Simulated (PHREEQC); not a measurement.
0.2 mol of Gypsum (CaSO4:2H2O) is brought to equilibrium with 1 kg of water holding 73 mmol/kgw MgCl2, at 80 °C and several pressures. Oxygen alone is held at its pressure in air (log pO2 = -0.68). CO2 from the air is kept out. Only these solids could form: Gypsum.

Model: ion-association model, phreeqc.dat, run in PHREEQC.

```tsv
P (atm)	dissolved Ca (mol/kgw)	dissolved S (mol/kgw)
1	0.0365	0.0365
50	0.0373	0.0373
100	0.0382	0.0382
200	0.0401	0.0401
300	0.0421	0.0421
400	0.0443	0.0443
500	0.0465	0.0465
600	0.0488	0.0488
800	0.0540	0.0540
1000	0.0597	0.0597
```

Away from 25 °C the constants follow the database's enthalpies or fits; those with neither stay at their 25 °C values.
